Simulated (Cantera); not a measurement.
## CH3SiCl3 + C3H8 + H2 (silicon carbide growth)

Charge: 1 mol CH3SiCl3, 0.17 mol C3H8, 9 mol H2, held at 8.60 mbar.

Cantera equilibrium calculation (NASA polynomials, part measured and part estimated; ideal gas, pure solids and liquids). Candidate condensed phases: C, C6H6, C7H8, C8H18, Si, SiC; 109 gas species. The feed counts by its element totals alone. The tables' values for SiCl, SiCl3 are old estimates; treat these amounts as uncertain. Gases not in the tables: Si2H6 and higher silanes. Equilibrium is a limit: real reactors are often held back by kinetics, nucleation or transport.

From 1100 °C to 2000 °C the condensed part is C(graphite) + SiC(s). The main Si-bearing gas is SiCl2 throughout. The share of Si in condensed phases is highest at 1100 °C (98.6 %) and lowest at 2000 °C (61.5 %).

```
T (°C)   x H2  x HCl       x H      x Cl   x SiCl2      x Si  n C(graphite)  n SiC(s)
------  -----  -----  --------  --------  --------  --------  -------------  --------
1100    0.765  0.234   3.14e-5   7.96e-6  0.000873  1.91e-10          0.524     0.986
1175    0.765  0.233   8.69e-5   2.16e-5   0.00130   2.01e-9          0.528     0.982
1250    0.765  0.232  0.000218   5.31e-5   0.00184   1.67e-8          0.534     0.975
1325    0.766  0.231  0.000502  0.000120   0.00251   1.14e-7          0.542     0.967
1400    0.766  0.229   0.00107  0.000251   0.00331   6.49e-7          0.552     0.957
1475    0.766  0.227   0.00216  0.000493   0.00423   3.19e-6          0.562     0.945
1550    0.765  0.224   0.00409  0.000914   0.00527   1.37e-5          0.574     0.932
1625    0.763  0.221   0.00736   0.00161   0.00639   5.26e-5          0.586     0.916
1700    0.760  0.217    0.0127   0.00270   0.00757  0.000182          0.599     0.898
1775    0.753  0.211    0.0210   0.00435   0.00875  0.000573          0.614     0.874
1850    0.742  0.204    0.0333   0.00673   0.00987   0.00166          0.637     0.837
1925    0.725  0.195    0.0511    0.0100    0.0108   0.00449          0.679     0.767
2000    0.697  0.183    0.0756    0.0143    0.0115    0.0113          0.773     0.615
```
x: gas mole fraction; n: condensed amount in mol.
